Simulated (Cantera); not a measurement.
An isothermal, constant-pressure homogeneous reactor starts with C₂H₆ : N₂ = 1 : 58 (molar parts), at 1098 K and 0.000168 atm. Integrator tolerance rtol = 1e-08.

Cantera simulation using GRI-Mech 3.0 (53 species, 325 reactions); the numbers are that mechanism's predictions, not measurements. GRI-Mech 3.0 stops at C3 and has no aromatics, soot or wall deposition, so with more carbon than oxygen in the feed, carbon stays in small species such as C2H2 where larger ones or solid carbon would form. Radical loss at walls, strong at low pressure, is not modelled.

What does this change do: pressure from 0.000168 atm to 0.132 atm?


```json
[
 {"quantity": "x(C₂H₆) at 100 s", "before": "0.00195 (gas-phase equilibrium 6.70e-12)", "after": "7.55e-6 (gas-phase equilibrium 1.06e-6)"},
 {"quantity": "x(CH₄) at 100 s", "before": "0.00381 (gas-phase equilibrium 2.38e-5)", "after": "0.00154 (gas-phase equilibrium 0.00758)"},
 {"quantity": "x(CH₃) at 100 s", "before": "5.63e-5 (gas-phase equilibrium 4.59e-9)", "after": "8.46e-8 (gas-phase equilibrium 6.51e-8)"},
 {"quantity": "x(C₂H₄) at 100 s", "before": "0.0109 (gas-phase equilibrium 2.09e-6)", "after": "0.00385 (gas-phase equilibrium 0.000656)"},
 {"quantity": "x(HCN) at 100 s", "before": "2.60e-9 (gas-phase equilibrium 0.0218)", "after": "2.99e-11 (gas-phase equilibrium 0.0173)"},
 {"quantity": "x(H₂) at 100 s", "before": "0.0128 (gas-phase equilibrium 0.0327)", "after": "0.0268 (gas-phase equilibrium 0.0210)"},
 {"quantity": "x(H) at 100 s", "before": "6.09e-6 (gas-phase equilibrium 3.46e-7)", "after": "8.00e-8 (gas-phase equilibrium 9.89e-9)"}
]
```

What does this change do: N2 58 to 180 parts?


```json
[
 {"quantity": "x(C₂H₆) at 100 s", "before": "0.00195 (gas-phase equilibrium 6.70e-12)", "after": "0.00124 (gas-phase equilibrium <1e-12)"},
 {"quantity": "x(CH₄) at 100 s", "before": "0.00381 (gas-phase equilibrium 2.38e-5)", "after": "0.000807 (gas-phase equilibrium 1.87e-6)"},
 {"quantity": "x(CH₃) at 100 s", "before": "5.63e-5 (gas-phase equilibrium 4.59e-9)", "after": "5.77e-5 (gas-phase equilibrium 6.25e-10)"},
 {"quantity": "x(C₂H₄) at 100 s", "before": "0.0109 (gas-phase equilibrium 2.09e-6)", "after": "0.00342 (gas-phase equilibrium 1.16e-7)"},
 {"quantity": "x(HCN) at 100 s", "before": "2.60e-9 (gas-phase equilibrium 0.0218)", "after": "6.98e-9 (gas-phase equilibrium 0.00911)"},
 {"quantity": "x(H₂) at 100 s", "before": "0.0128 (gas-phase equilibrium 0.0327)", "after": "0.00383 (gas-phase equilibrium 0.0109)"},
 {"quantity": "x(H) at 100 s", "before": "6.09e-6 (gas-phase equilibrium 3.46e-7)", "after": "5.40e-6 (gas-phase equilibrium 2.00e-7)"}
]
```
